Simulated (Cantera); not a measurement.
A perfectly stirred reactor is fed with H2 : O2 = 0.88 : 1 (molar parts), equivalence ratio 0.44, at 1330 Pa; it is held at 900 K, and followed from long to short residence time.

Detailed kinetics in Cantera: the H2/O2 subset of GRI-Mech 3.0, which has no nitrogen chemistry. Radical loss at walls, strong at low pressure, is not modelled. Below about 950 K walls govern HO2 and H2O2 in real vessels. The temperature is held fixed by assumption; the heat of reaction is taken as removed at once.

**Question.** Predict: x(H2) at τ = 1.20 s; x(O2) at τ = 1.20 s; x(H) at τ = 1.20 s; x(H2O2) at τ = 1.20 s; x(OH) at τ = 1.20 s; x(H2) at τ = 55.0 ms; x(O2) at τ = 55.0 ms; x(H) at τ = 55.0 ms; x(H2O2) at τ = 55.0 ms; x(OH) at τ = 55.0 ms.

**Answer.** 
```
Item                      Result
----------------------  --------
x(H2) at τ = 1.20 s      0.00727
x(O2) at τ = 1.20 s        0.391
x(H) at τ = 1.20 s      0.000499
x(H2O2) at τ = 1.20 s    8.75e-7
x(OH) at τ = 1.20 s     0.000437
x(H2) at τ = 55.0 ms      0.0378
x(O2) at τ = 55.0 ms       0.397
x(H) at τ = 55.0 ms       0.0102
x(H2O2) at τ = 55.0 ms   8.25e-7
x(OH) at τ = 55.0 ms     0.00165
```
